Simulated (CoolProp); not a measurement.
Vapour-liquid equilibrium of m-xylene (1) + o-xylene (2) at 0.0769 bar; x and y are mole fractions of (1).

Computed with CoolProp (multi-fluid Helmholtz-energy mixture model, Zhou 2012 and Zhou 2012; pair parameters Bell 2016).

```csv
x,bubble temperature (K),y at the bubble point,dew temperature at overall composition x (K),liquid density (mol/L)
0.05,340.8,0.059,340.8,7.900
0.2,340.1,0.231,340.2,7.882
0.35,339.4,0.395,339.6,7.863
0.5,338.7,0.548,338.9,7.845
0.65,338.0,0.692,338.2,7.826
0.8,337.4,0.828,337.5,7.807
0.95,336.8,0.958,336.9,7.788
```

No azeotrope shows between x = 0.05 and 0.95.

Pair parameters are fitted to limited data, so mixtures are less certain than the pure fluids.
